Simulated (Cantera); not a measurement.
Charge: 1 mol Cu, 2 mol F2, 5.3 mol N2, at 0.0100 bar.

Method: chemical equilibrium by Gibbs-energy minimisation in Cantera with the NASA 1993 tables (ideal gas, pure condensed phases). Candidate condensed phases: Cu, CuF2; 11 gas species. The numbers say what is thermodynamically allowed, not how fast it happens.

Q: At 700 K, list the 4 most abundant gas species with their mole fractions, and the condensed phases.

A: N2 0.861, F2 0.0732, NF3 0.0621, F 0.00390. Condensed: CuF2(s).
